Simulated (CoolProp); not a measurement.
The fluid at 317.95 K and 6.71 MPa is throttled through a valve to 2.08 MPa with no heat exchange. The same conditions are run with several fluids, on thermodynamics alone (safety and materials aside).

Values from CoolProp's reference Helmholtz-energy equation of state of each fluid (R13: Platzer 1990; normal hydrogen: Leachman 2009; ethylene: Smukala 2000; C2F6 (R116): Lemmon 2006; CF4 (R14): Platzer 1990). The equations of Platzer and Polt are older, rougher fits.

### Question
Rank R13, normal hydrogen, ethylene, C2F6 (R116), CF4 (R14) by temperature change (K), highest first.

### Answer
normal hydrogen (+1.6), CF4 (R14) (-22.2), C2F6 (R116) (-40.2), R13 (-42.7), ethylene (-54.4)

```csv
fluid,final phase,final density (kg/m³)
R13,"two-phase, vapour fraction 0.620",214
normal hydrogen,supercritical,1.56
ethylene,gas,33.4
C2F6 (R116),"two-phase, vapour fraction 0.849",239
CF4 (R14),gas,80.8
```
